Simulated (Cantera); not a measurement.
An isothermal, constant-pressure homogeneous reactor starts with CH4 : CO2 = 1 : 2.5 (molar parts), at 1275 K and 14.8 atm.

Computed with Cantera and GRI-Mech 3.0 (53 species, 325 reactions). The pressure lies above the range GRI-Mech 3.0 was tuned for (to about 10 atm).

x: mole fraction; the columns are a selection and need not sum to one.

| t (s) | x CH4 | x CO2 | x C2H2 | x C2H4 | x CO | x O | x CH2CO |
|---|---|---|---|---|---|---|---|
| 1.00e-6 | 0.286 | 0.714 | <1e-12 | <1e-12 | 3.60e-11 | <1e-12 | <1e-12 |
| 3.42e-6 | 0.286 | 0.714 | <1e-12 | <1e-12 | 1.25e-10 | <1e-12 | <1e-12 |
| 1.17e-5 | 0.286 | 0.714 | <1e-12 | <1e-12 | 4.31e-10 | <1e-12 | <1e-12 |
| 4.00e-5 | 0.286 | 0.714 | <1e-12 | 1.41e-11 | 1.48e-9 | <1e-12 | <1e-12 |
| 0.000137 | 0.286 | 0.714 | <1e-12 | 5.50e-10 | 5.09e-9 | <1e-12 | <1e-12 |
| 0.000468 | 0.286 | 0.714 | <1e-12 | 1.21e-8 | 1.81e-8 | <1e-12 | <1e-12 |
| 0.00160 | 0.286 | 0.714 | 3.42e-11 | 8.78e-8 | 6.46e-8 | <1e-12 | <1e-12 |
| 0.00548 | 0.286 | 0.714 | 6.77e-10 | 4.80e-7 | 2.31e-7 | <1e-12 | <1e-12 |
| 0.0187 | 0.286 | 0.714 | 1.55e-8 | 3.39e-6 | 8.86e-7 | <1e-12 | <1e-12 |
| 0.0641 | 0.285 | 0.714 | 5.18e-7 | 3.22e-5 | 4.32e-6 | <1e-12 | 9.40e-12 |
| 0.219 | 0.284 | 0.714 | 1.94e-5 | 0.000289 | 3.43e-5 | <1e-12 | 1.82e-10 |
| 0.750 | 0.281 | 0.712 | 0.000391 | 0.00131 | 0.000382 | <1e-12 | ___ |
| 2.56 | 0.270 | 0.704 | 0.00285 | 0.00344 | 0.00406 | <1e-12 | ___ |
| 8.77 | 0.237 | 0.663 | 0.00893 | 0.0110 | 0.0306 | <1e-12 | ___ |
| 30.0 | 0.157 | 0.545 | 0.0227 | 0.0283 | 0.115 | <1e-12 | ___ |

Task: Complete the blanks.

Result: 
- 0.750, x CH2CO: 3.80e-9
- 2.56, x CH2CO: 7.06e-8
- 8.77, x CH2CO: 9.21e-7
- 30.0, x CH2CO: 1.04e-5
